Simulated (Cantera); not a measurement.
FeS2 + SO2 + H2O (roasting and sulfation)

Charge: 1 mol FeS2, 0.18 mol SO2, 0.54 mol H2O, equilibrated at 101000 Pa.

Method: chemical equilibrium by Gibbs-energy minimisation in Cantera with the NASA 1993 tables (ideal gas, pure condensed phases). Candidate condensed phases: Fe, FeO, Fe(OH)2, Fe(OH)3, FeS, FeSO4, FeS2, Fe2O3, Fe2(SO4)3, Fe3O4, H2O, H2SO4, S; 22 gas species. FeS: taken at fixed stoichiometry. Gases not in the tables: S3 to S7. The numbers say what is thermodynamically allowed, not how fast it happens.

| T (K) | x H2O | x S2 | x SO2 | x H2S | x H2 | x S2O | n FeS(s) | n FeS2(s) | n FeS(l) |
|---|---|---|---|---|---|---|---|---|---|
| 898 | 0.707 | 0.0102 | 0.256 | 0.0252 | 0.000535 | 0.00100 | 0.0442 | 0.956 | 0 |
| 973 | 0.445 | 0.189 | 0.241 | 0.115 | 0.00143 | 0.00835 | 0.543 | 0.457 | 0 |
| 1048 | 0.338 | 0.326 | 0.206 | 0.116 | 0.00244 | 0.0112 | 1.00 | 0 | 0 |
| 1123 | 0.347 | 0.334 | 0.200 | 0.104 | 0.00429 | 0.0109 | 1.00 | 0 | 0 |
| 1198 | 0.353 | 0.340 | 0.196 | 0.0930 | 0.00699 | 0.0107 | 1.00 | 0 | 0 |
| 1273 | 0.357 | 0.345 | 0.193 | 0.0839 | 0.0107 | 0.0105 | 1.00 | 0 | 0 |
| 1348 | 0.358 | 0.348 | 0.190 | 0.0761 | 0.0156 | 0.0103 | 1.00 | 0 | 0 |
| 1423 | 0.358 | 0.350 | 0.189 | 0.0691 | 0.0216 | 0.0101 | 1.00 | 0 | 0 |
| 1498 | 0.355 | 0.350 | 0.189 | 0.0629 | 0.0288 | 0.00993 | 0 | 0 | 1.000 |
| 1573 | 0.350 | 0.350 | 0.189 | 0.0572 | 0.0370 | 0.00978 | 0 | 0 | 1.000 |
x: gas mole fraction; n: condensed amount in mol.

From 898 K to 973 K the condensed part is FeS(s) + FeS2(s). From 1048 K to 1423 K the condensed part is FeS(s). From 1498 K to 1573 K the condensed part is FeS(l).
